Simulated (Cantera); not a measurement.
## Adiabatic ignition

An adiabatic, constant-pressure homogeneous reactor starts with H2 : O2 : N2 = 1 : 1.04 : 2.6 (molar parts), equivalence ratio 0.48, at 1448 K and 101000 Pa.

Cantera simulation using GRI-Mech 3.0 (53 species, 325 reactions); the numbers are that mechanism's predictions, not measurements.

```json
[
 {"t (s)": "2.00e-6", "T (K)": "1448", "x H2": "0.216", "x O2": "0.224", "x NO": "<1e-12", "x H2O": "7.50e-7", "x O": "2.11e-7"},
 {"t (s)": "5.22e-6", "T (K)": "1448", "x H2": "0.215", "x O2": "0.224", "x NO": "<1e-12", "x H2O": "4.63e-5", "x O": "9.45e-6"},
 {"t (s)": "1.36e-5", "T (K)": "1644", "x H2": "0.0417", "x O2": "0.133", "x NO": "2.78e-6", "x H2O": "0.131", "x O": "0.0366"},
 {"t (s)": "3.56e-5", "T (K)": "2235", "x H2": "0.0201", "x O2": "0.116", "x NO": "5.13e-5", "x H2O": "0.178", "x O": "0.0310"},
 {"t (s)": "9.28e-5", "T (K)": "2565", "x H2": "0.0113", "x O2": "0.118", "x NO": "0.000240", "x H2O": "0.203", "x O": "0.0161"},
 {"t (s)": "0.000242", "T (K)": "2667", "x H2": "0.00789", "x O2": "0.119", "x NO": "0.000956", "x H2O": "0.212", "x O": "0.0110"},
 {"t (s)": "0.000632", "T (K)": "2666", "x H2": "0.00780", "x O2": "0.119", "x NO": "0.00279", "x H2O": "0.212", "x O": "0.0108"},
 {"t (s)": "0.00165", "T (K)": "2662", "x H2": "0.00773", "x O2": "0.117", "x NO": "0.00695", "x H2O": "0.212", "x O": "0.0105"},
 {"t (s)": "0.00431", "T (K)": "2655", "x H2": "0.00761", "x O2": "0.114", "x NO": "0.0138", "x H2O": "0.213", "x O": "0.0100"},
 {"t (s)": "0.0112", "T (K)": "2650", "x H2": "0.00753", "x O2": "0.112", "x NO": "0.0184", "x H2O": "0.213", "x O": "0.00971"},
 {"t (s)": "0.0294", "T (K)": "2649", "x H2": "0.00753", "x O2": "0.111", "x NO": "0.0189", "x H2O": "0.213", "x O": "0.00968"},
 {"t (s)": "0.0766", "T (K)": "2649", "x H2": "0.00753", "x O2": "0.111", "x NO": "0.0189", "x H2O": "0.213", "x O": "0.00968"},
 {"t (s)": "0.200", "T (K)": "2649", "x H2": "0.00753", "x O2": "0.111", "x NO": "0.0189", "x H2O": "0.213", "x O": "0.00968"}
]
```
x: mole fraction; the columns are a selection and need not sum to one.

| Quantity | Result |
|---|---|
| time of steepest temperature rise | 12.9 µs |
| temperature at 0.200 s | 2649 K |
| equilibrium temperature | 2649 K |
| x(H2) at 0.200 s | 0.00753 (gas-phase equilibrium 0.00753) |
| x(O2) at 0.200 s | 0.111 (gas-phase equilibrium 0.111) |
| x(NO) at 0.200 s | 0.0189 (gas-phase equilibrium 0.0189) |
